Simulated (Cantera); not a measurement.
Input: 1 mol Si3N4, 3.6 mol O2, 0.53 mol H2, at 1798.15 K and 0.133 bar.

Cantera equilibrium calculation (NASA polynomials, part measured and part estimated; ideal gas, pure solids and liquids). Candidate condensed phases: H2O, Si, SiO2, Si2N2O, Si3N4; 35 gas species. The tables hold silica as quartz up to 1696 K and as liquid above; real silica turns to tridymite and cristobalite and melts near 1996 K. Gases not in the tables: Si(OH)4. Rates play no part.

Base state: N2 0.696, H2O 0.184, O2 0.115, NO 0.00287, OH 0.00132, O 0.000111, H2 7.87e-5 (mole fractions); condensed: SiO2(condensed).

What changes in the equilibrium state with this change: temperature from 1798.15 K to 1675 K?


```json
[
 {"species": "N2", "before": "0.696", "after": "0.697"},
 {"species": "H2O", "before": "0.184", "after": "0.185"},
 {"species": "O2", "before": "0.115", "after": "0.116"},
 {"species": "NO", "before": "0.00287", "after": "0.00184"},
 {"species": "OH", "before": "0.00132", "after": "0.000593"},
 {"species": "O", "before": "0.000111", "after": "3.18e-5"},
 {"species": "H2", "before": "7.87e-5", "after": "2.29e-5"},
 {"species": "SiO2(condensed), mol", "before": "3.00", "after": "0"},
 {"species": "SiO2(β-quartz), mol", "before": "0", "after": "3.00"}
]
```

What changes in the equilibrium state with this change: temperature from 1798.15 K to 798.15 K?


```json
[
 {"species": "N2", "before": "0.696", "after": "0.698"},
 {"species": "H2O", "before": "0.184", "after": "0.185"},
 {"species": "O2", "before": "0.115", "after": "0.117"},
 {"species": "NO", "before": "0.00287", "after": "1.36e-6"},
 {"species": "OH", "before": "0.00132", "after": "1.60e-9"},
 {"species": "O", "before": "0.000111", "after": "<1e-9"},
 {"species": "H2", "before": "7.87e-5", "after": "<1e-9"},
 {"species": "SiO2(condensed), mol", "before": "3.00", "after": "0"},
 {"species": "SiO2(α-quartz), mol", "before": "0", "after": "3.00"}
]
```

What changes in the equilibrium state with this change: temperature from 1798.15 K to 1898.15 K?


```
species                 before     after
--------------------  --------  --------
N2                       0.696     0.696
H2O                      0.184     0.183
O2                       0.115     0.114
NO                     0.00287   0.00395
OH                     0.00132   0.00233
H                      8.57e-6   2.96e-5
O                     0.000111  0.000272
H2                     7.87e-5  0.000191
SiO2(condensed), mol      3.00      3.00
```
